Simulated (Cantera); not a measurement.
A closed system holds: 1 mol Si2H6, 0.085 mol O3, 10 mol N2, at 1525 °C and 3.80 mbar.

Equilibrium computed with Cantera from the NASA thermochemical tables; the gas is ideal and each condensed phase is pure. Candidate condensed phases: H2O, Si, SiO2, Si2N2O, Si3N4; 35 gas species. The feed counts by its element totals alone. The tables' values for SiN are old estimates; treat these amounts as uncertain. Rates play no part.

Base state: N2 0.753, H2 0.224, SiO 0.0192, H 0.00271, Si 0.000813, Si2N 3.12e-5, SiH 2.72e-5, SiN 1.94e-5 (mole fractions); condensed: Si(l).

Problem. What changes in the equilibrium state with this change: O3 from 0.085 to 0.39 mol?

Solution. 
```csv
species,before,after
N2,0.753,0.704
H2,0.224,0.210
SiO,0.0192,0.0824
SiH,2.72e-5,2.64e-5
H,0.00271,0.00262
"Si(l), mol",1.73,0.817
```
